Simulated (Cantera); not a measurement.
# Adiabatic ignition

An adiabatic, constant-volume homogeneous reactor starts with CO : H2 : CH4 : O2 : N2 = 1 : 0.031 : 0.047 : 1.32 : 4.98 (molar parts), equivalence ratio 0.46, at 1700 K and 1.00 bar.

Model: GRI-Mech 3.0 (53 species, 325 reactions), integrated in Cantera.

| t (s) | T (K) | P (bar) | x CO | x H2 | x CH4 | x HO2 | x NO2 | x C2H2 |
|---|---|---|---|---|---|---|---|---|
| 1.00e-6 | 1700 | 1.000 | 0.136 | 0.00420 | 0.00637 | 7.31e-8 | <1e-12 | <1e-12 |
| 4.96e-6 | 1700 | 1.000 | 0.136 | 0.00420 | 0.00637 | 2.99e-7 | <1e-12 | <1e-12 |
| 2.46e-5 | 1701 | 1.00 | 0.135 | 0.00414 | 0.00617 | 3.92e-6 | <1e-12 | 5.74e-10 |
| 0.000122 | 2147 | 1.25 | 0.0627 | 0.00116 | <1e-12 | 7.16e-6 | 3.64e-8 | <1e-12 |
| 0.000605 | 2668 | 1.50 | 0.0360 | 0.000592 | <1e-12 | 4.93e-6 | 1.98e-6 | <1e-12 |
| 0.00300 | 2707 | 1.52 | 0.0308 | 0.000508 | <1e-12 | 5.51e-6 | 1.01e-5 | <1e-12 |
| 0.0149 | 2702 | 1.51 | 0.0304 | 0.000503 | <1e-12 | 5.37e-6 | 1.29e-5 | <1e-12 |
| 0.0738 | 2702 | 1.51 | 0.0304 | 0.000503 | <1e-12 | 5.37e-6 | 1.29e-5 | <1e-12 |
| 0.366 | 2702 | 1.51 | 0.0304 | 0.000503 | <1e-12 | 5.37e-6 | 1.29e-5 | <1e-12 |
| 1.81 | 2702 | 1.51 | 0.0304 | 0.000503 | <1e-12 | 5.37e-6 | 1.29e-5 | <1e-12 |
| 9.00 | 2702 | 1.51 | 0.0304 | 0.000503 | <1e-12 | 5.37e-6 | 1.29e-5 | <1e-12 |
x: mole fraction; the columns are a selection and need not sum to one.

```yaml
time_of_steepest_temperature_rise: 42.0 µs
temperature at 9.00 s: 2702 K
equilibrium_temperature: 2702 K
x(CO) at 9.00 s: 0.0304 (gas-phase equilibrium 0.0304)
x(H2) at 9.00 s: 0.000503 (gas-phase equilibrium 0.000503)
x(CH4) at 9.00 s: <1e-12 (gas-phase equilibrium <1e-12)
```
